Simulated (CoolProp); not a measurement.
Vapour-liquid equilibrium of benzene (1) + p-xylene (2) at 153.35 °C; x and y are mole fractions of (1).

The numbers come from the multi-fluid Helmholtz-energy mixture model, Thol 2012 and Zhou 2012; pair parameters Bell 2016 in CoolProp.

```tsv
x	bubble pressure, mixture model (bar)	bubble pressure, Raoult's law (bar)	y, mixture model	y, Raoult's law
0.05	1.699	1.727	0.160	0.180
0.125	2.024	2.083	0.342	0.374
0.2	2.357	2.438	0.478	0.511
0.275	2.699	2.794	0.582	0.613
0.35	3.047	3.149	0.664	0.693
0.425	3.399	3.505	0.731	0.756
0.5	3.756	3.861	0.786	0.807
0.575	4.117	4.216	0.832	0.850
0.65	4.481	4.572	0.871	0.886
0.725	4.848	4.928	0.905	0.917
0.8	5.219	5.283	0.935	0.944
0.875	5.594	5.639	0.961	0.967
0.95	5.975	5.995	0.985	0.988
```

The largest gap from Raoult's law is -3.4 % in bubble pressure, at x = 0.275. No azeotrope shows between x = 0.05 and 0.95.

Pair parameters are fitted to limited data, so mixtures are less certain than the pure fluids.
